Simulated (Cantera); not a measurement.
**Equilibrium for silicon etching in halogen gases: Si + NF3**

Input: 1 mol Si, 6.5 mol NF3, held at 1.33 mbar.

Method: chemical equilibrium by Gibbs-energy minimisation in Cantera with the NASA 1993 tables (ideal gas, pure condensed phases). Candidate condensed phases: Si, Si3N4; 16 gas species. The numbers say what is thermodynamically allowed, not how fast it happens.

From 525 K to 1200 K nothing is condensed. The main Si-bearing gas is SiF4 throughout.

| T (K) | x F | x NF3 | x F2 | x N2 | x SiF4 |
|---|---|---|---|---|---|
| 525 | 5.27e-5 | 0.733 | 0.0193 | 0.103 | 0.144 |
| 600 | 0.00162 | 0.548 | 0.176 | 0.145 | 0.129 |
| 675 | 0.0164 | 0.170 | 0.488 | 0.230 | 0.0968 |
| 750 | 0.0755 | 0.0216 | 0.565 | 0.256 | 0.0820 |
| 825 | 0.224 | 0.00228 | 0.459 | 0.240 | 0.0742 |
| 900 | 0.462 | 0.000192 | 0.266 | 0.208 | 0.0641 |
| 975 | 0.662 | 1.10e-5 | 0.101 | 0.181 | 0.0557 |
| 1050 | 0.748 | 5.60e-7 | 0.0301 | 0.170 | 0.0522 |
| 1125 | 0.774 | 3.46e-8 | 0.00912 | 0.166 | 0.0511 |
| 1200 | 0.781 | 2.88e-9 | 0.00307 | 0.165 | 0.0508 |
x: gas mole fraction; nothing condenses.
